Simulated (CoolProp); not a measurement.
Model: reference Helmholtz-energy equation of state, Beckmüller 2019, in CoolProp.

Question: Give the vapour pressure (bar), vapour density (kg/m³), liquid cp (kJ/(kg K)), liquid viscosity (µPa s) of saturated n-octane at 127.85 °C.

Answer: 
```tsv
T (°C)	p (bar)	vapour density (kg/m³)	liquid cp (kJ/(kg K))	liquid viscosity (µPa s)
127.85	1.08	3.92	2.66	197
```

Viscosity comes from a separate model (Huber 2004).
